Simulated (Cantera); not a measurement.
What does this Cantera script print?

```python
import numpy as np
import cantera as ct

gas_names = """
    H HNO HNO2 HNO3 HO2 H2 H2O H2O2 N NH NH2 NH3 NH2OH NO NO2 NO3 N2 N2H2 N2H4 N2O O OH O2 O3 Si SiH
    SiH2 SiH3 SiH4 SiN SiO SiO2 Si2 Si2N Si3
""".split()
cond_names = """
    H2O(s) H2O(L) Si(cr) Si(L) SiO2(Lqz) SiO2(hqz) SiO2(L) Si2N2O(s) Si3N4(a)
""".split()


def load(file, names, dense=False):
    # The tables refer to 1 bar. Condensed volumes are neglected.
    table = {s.name: s for s in ct.Species.list_from_file(file)}
    out = []
    for n in names:
        d = dict(table[n].input_data)
        d["thermo"] = dict(d["thermo"], **{"reference-pressure": 1e5})
        if dense:
            d["equation-of-state"] = {"model": "constant-volume", "density": "1e6 g/cm^3"}
        out.append(ct.Species.from_dict(d))
    return out


gas = ct.Solution(thermo="ideal-gas", species=load("nasa_gas.yaml", gas_names))
cond = {s.name: ct.Solution(thermo="fixed-stoichiometry", species=[s], name=s.name)
        for s in load("nasa_condensed.yaml", cond_names, dense=True)}
atoms = {
    'SiH4': {'Si': 1, 'H': 4},
    'N2O': {'N': 2, 'O': 1},
    'N2': {'N': 2},
}
top_T = {'Si2N2O(s)': 2100, 'Si3N4(a)': 2400}  # K; cautious upper limits of use, not melting points


def equilibrate(T, P, feed):
    n = {}
    for name, mol in feed.items():
        for a, k in atoms[name].items():
            n[a] = n.get(a, 0.0) + k * mol
    gas.TPX = T, P, n
    mass = sum(n.values()) * gas.mean_molecular_weight
    gas.equilibrate("TP")
    valid = [c for c in cond.values() if c.min_temp <= T <= top_T.get(c.name, c.max_temp)]
    mix = ct.Mixture([(gas, mass / gas.mean_molecular_weight)] + [(c, 0.0) for c in valid])
    mix.T, mix.P = T, P
    mix.equilibrate("TP", solver="vcs", rtol=1e-11, max_steps=5000)
    return mix


results = []
T = 1723  # K
P = 89  # Pa
for m in [5.8, 8, 11, 16, 22, 30, 42, 59, 82, 110]:
    feed = {'SiH4': 1, 'N2O': 0.24, 'N2': m}  # mol
    mix = equilibrate(T, P, feed)
    results.append((T, P, feed, dict(zip(mix.species_names, mix.species_moles))))
    x = sorted(zip(gas.X, gas.species_names), reverse=True)
    print(f"T = {T:g} K  P = {P:g} Pa  n(N2) = {m:g} mol  gas = {mix.phase_moles(0):.4g} mol")
    print("   x: " + "  ".join(f"{s} {v:.3e}" for v, s in x if v > 1e-06))
    print("   condensed (mol): " + ("  ".join(f"{mix.phase(i).name} {mix.phase_moles(i):.4g}"
          for i in range(1, mix.n_phases) if mix.phase_moles(i) > 1e-12) or "none"))
```

It prints:

```
T = 1723 K  P = 89 Pa  n(N2) = 5.8 mol  gas = 8.302 mol
   x: N2 7.275e-01  H2 2.394e-01  SiO 2.891e-02  H 2.991e-03  Si 1.105e-03  Si2N 2.774e-05  SiH 2.319e-05  SiN 1.579e-05  Si2 5.233e-06  SiH2 4.065e-06  Si3 1.301e-06
   condensed (mol): Si(L) 0.7499
T = 1723 K  P = 89 Pa  n(N2) = 8 mol  gas = 10.51 mol
   x: N2 7.843e-01  H2 1.890e-01  SiO 2.284e-02  H 2.658e-03  Si 1.105e-03  Si2N 2.880e-05  SiH 2.061e-05  SiN 1.640e-05  Si2 5.233e-06  SiH2 3.209e-06  Si3 1.301e-06
   condensed (mol): Si(L) 0.7472
T = 1723 K  P = 89 Pa  n(N2) = 11 mol  gas = 13.51 mol
   x: N2 8.319e-01  H2 1.468e-01  SiO 1.776e-02  H 2.342e-03  Si 1.105e-03  Si2N 2.966e-05  SiH 1.817e-05  SiN 1.689e-05  Si2 5.233e-06  SiH2 2.493e-06  Si3 1.301e-06
   condensed (mol): Si(L) 0.7436
T = 1723 K  P = 89 Pa  n(N2) = 16 mol  gas = 18.52 mol
   x: N2 8.769e-01  H2 1.070e-01  SiO 1.296e-02  H 1.999e-03  Si 1.105e-03  Si2N 3.045e-05  SiN 1.734e-05  SiH 1.551e-05  Si2 5.233e-06  SiH2 1.816e-06  Si3 1.301e-06
   condensed (mol): Si(L) 0.7375
T = 1723 K  P = 89 Pa  n(N2) = 22 mol  gas = 24.53 mol
   x: N2 9.066e-01  H2 8.066e-02  SiO 9.784e-03  H 1.736e-03  Si 1.105e-03  Si2N 3.096e-05  SiN 1.763e-05  SiH 1.346e-05  Si2 5.233e-06  SiH2 1.369e-06  Si3 1.301e-06
   condensed (mol): Si(L) 0.7302
T = 1723 K  P = 89 Pa  n(N2) = 30 mol  gas = 32.54 mol
   x: N2 9.292e-01  H2 6.070e-02  SiO 7.375e-03  H 1.506e-03  Si 1.105e-03  Si2N 3.135e-05  SiN 1.785e-05  SiH 1.168e-05  Si2 5.233e-06  Si3 1.301e-06  SiH2 1.031e-06
   condensed (mol): Si(L) 0.7205
T = 1723 K  P = 89 Pa  n(N2) = 42 mol  gas = 44.56 mol
   x: N2 9.479e-01  H2 4.424e-02  SiO 5.386e-03  H 1.286e-03  Si 1.105e-03  Si2N 3.166e-05  SiN 1.803e-05  SiH 9.971e-06  Si2 5.233e-06  Si3 1.301e-06
   condensed (mol): Si(L) 0.706
T = 1723 K  P = 89 Pa  n(N2) = 59 mol  gas = 61.58 mol
   x: N2 9.619e-01  H2 3.193e-02  SiO 3.897e-03  Si 1.105e-03  H 1.092e-03  Si2N 3.189e-05  SiN 1.816e-05  SiH 8.470e-06  Si2 5.233e-06  Si3 1.301e-06
   condensed (mol): Si(L) 0.6855
T = 1723 K  P = 89 Pa  n(N2) = 82 mol  gas = 84.62 mol
   x: N2 9.719e-01  H2 2.317e-02  SiO 2.836e-03  Si 1.105e-03  H 9.304e-04  Si2N 3.206e-05  SiN 1.825e-05  SiH 7.216e-06  Si2 5.233e-06  Si3 1.301e-06
   condensed (mol): Si(L) 0.6577
T = 1723 K  P = 89 Pa  n(N2) = 110 mol  gas = 112.7 mol
   x: N2 9.785e-01  H2 1.735e-02  SiO 2.130e-03  Si 1.105e-03  H 8.051e-04  Si2N 3.217e-05  SiN 1.832e-05  SiH 6.244e-06  Si2 5.233e-06  Si3 1.301e-06
   condensed (mol): Si(L) 0.6239
```

These are equilibrium values from Cantera (NASA tables, ideal gas, pure condensed phases), not measurements of a reactor. The tables' values for SiN are old estimates; treat these amounts as uncertain.
